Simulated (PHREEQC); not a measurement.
Make-up at 20 °C: 0.00097 mol LiBr, 0.00012 mol Na2B4O7 and 0.004 mol LiCl per kg of water. Closed to the air; pH follows from the charge balance.

Equilibrium calculation in PHREEQC: ion-association model, phreeqc.dat.

```csv
quantity,before,after
pH,9.20,8.01
ionic strength (mol/kgw),0.00521,0.00679
H3BO3 (mol/kgw),0.000252,0.000453
H2BO3- (mol/kgw),0.000228,2.66e-5
SI of Halite (NaCl),-7.65,-7.66
```

Name the change that produced these shifts.
A. LiBr replaced by ZnBr2 at the same molality
B. LiCl replaced by FeCl3 at the same molality
C. temperature from 20 to 60 °C
D. diluted 5-fold with water

A, LiBr replaced by ZnBr2 at the same molality

No solid was allowed to form. Some of these states are supersaturated (in Zn(OH)2(e), for instance).
